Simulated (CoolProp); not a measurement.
Octamethylcyclotetrasiloxane (D4) along the isobar 1.01 bar: Z from the reference equation and from simpler models built on Tc = 586.5 K, pc = 13.47 bar, ω = 0.598; each cubic takes its own stable root.

Computed with CoolProp (reference Helmholtz-energy equation of state, Thol 2015).

| T (K) | phase | reference |
|---|---|---|
| 297.5 | liquid | 0.01273 |
| 318.7 | liquid | 0.01219 |
| 339.8 | liquid | 0.01174 |
| 361 | liquid | 0.01137 |
| 382.1 | liquid | 0.01106 |
| 403.2 | liquid | 0.01082 |
| 424.4 | liquid | 0.01063 |
| 445.5 | liquid | 0.01050 |
| 466.6 | gas | 0.9343 |
| 487.8 | gas | 0.9449 |
| 508.9 | gas | 0.9533 |
| 530.1 | gas | 0.9602 |

How far does each simpler model (Redlich-Kwong, Soave-Redlich-Kwong, Peng-Robinson) lie from the reference over these 12 states: mean and median of the absolute difference, and the worst?


- Redlich-Kwong: mean 1472.9 %, median 19.5 %, worst +8872.4 % at 445.5 K and 1.01 bar
- Soave-Redlich-Kwong: mean 7.5 %, median 10.2 %, worst +13.4 % at 297.5 K and 1.01 bar
- Peng-Robinson: mean 1.1 %, median 0.9 %, worst -2.6 % at 424.4 K and 1.01 bar

At some of these states Redlich-Kwong gives the other phase, because its saturation line lies elsewhere.
